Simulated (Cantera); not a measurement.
Standard-state values (1 bar) from the NASA 1993 polynomials, evaluated with Cantera. Values are per mole of reaction as written; species without (g) are pure solids or liquids, kept so even where they would boil at 1 bar. TaC: taken at fixed stoichiometry.

### Question
Between 300 and 1750 K, where is each reaction favourable under standard conditions?
- 2 Ta + C2H4(g) ⇌ 2 H2(g) + 2 TaC

### Answer
- 2 Ta + C2H4(g) ⇌ 2 H2(g) + 2 TaC: ΔG° is -354 kJ at 300 K and -462 kJ at 1750 K; it stays negative (K > 1). ΔH° is -317 kJ and ΔS° 83 J/K at 1750 K.
